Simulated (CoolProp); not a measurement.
The fluid at 298.15 K and 0.218 MPa is throttled through a valve to 0.128 MPa with no heat exchange. The same conditions are run with several fluids, on thermodynamics alone (safety and materials aside).

The numbers come from the reference Helmholtz-energy equation of state of each fluid (normal hydrogen: Leachman 2009; carbonyl sulfide: Lemmon 2006; ethane: Bücker 2006; propane: Lemmon 2009; methane: Setzmann 1991) in CoolProp.

| fluid | temperature change (K) | final density (kg/m³) |
|---|---|---|
| normal hydrogen | +0.0 | 0.104 |
| carbonyl sulfide | -1.8 | 3.17 |
| ethane | -1.0 | 1.57 |
| propane | -1.6 | 2.34 |
| methane | -0.4 | 0.831 |
